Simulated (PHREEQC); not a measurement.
Consider water at 90 °C with 67 mmol/kgw CuSO4 and 0.39 mmol/kgw H2SO4. Closed to the air; pH follows from the charge balance.

The numbers come from PHREEQC with the ion-association model, phreeqc.dat.

This is a speciation only: nothing precipitates in the calculation.

Order these Cu species by the share of Cu that they hold, largest first: Cu2(OH)2+2, CuSO4, Cu+2.

Cu+2 (52 %), CuSO4 (47 %), Cu2(OH)2+2 (0.59 %)

The pH is 3.86 and the ionic strength 0.140 mol/kgw. Constants without temperature data keep their 25 °C values here.
